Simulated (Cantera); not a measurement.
An isothermal, constant-pressure homogeneous reactor starts with CH₄ : N₂ = 1 : 5 (molar parts), at 1800 K and 750 Torr. Integrator tolerance rtol = 1e-08.

Detailed kinetics in Cantera: GRI-Mech 3.0 (53 species, 325 reactions). GRI-Mech 3.0 stops at C3 and has no aromatics, soot or wall deposition, so with more carbon than oxygen in the feed, carbon stays in small species such as C2H2 where larger ones or solid carbon would form.

Problem. What does this change do: CH4 1 to 0.11 parts?

Solution. 
| quantity | before | after |
|---|---|---|
| x(CH₄) at 9.00 s | 0.00149 (gas-phase equilibrium 0.000954) | 3.16e-5 (gas-phase equilibrium 1.03e-5) |
| x(CH₂) at 9.00 s | 2.08e-8 (gas-phase equilibrium 1.32e-8) | 2.95e-9 (gas-phase equilibrium 9.60e-10) |
| x(C₂H₄) at 9.00 s | 0.000347 (gas-phase equilibrium 0.000140) | 7.68e-6 (gas-phase equilibrium 7.40e-7) |
| x(HCN) at 9.00 s | 3.47e-5 (gas-phase equilibrium 0.0850) | 3.14e-5 (gas-phase equilibrium 0.0190) |
| x(C₂H₆) at 9.00 s | 9.51e-8 (gas-phase equilibrium 3.86e-8) | 2.91e-10 (gas-phase equilibrium 3.02e-11) |
| x(H) at 9.00 s | 0.000166 (gas-phase equilibrium 0.000166) | 6.40e-5 (gas-phase equilibrium 6.41e-5) |
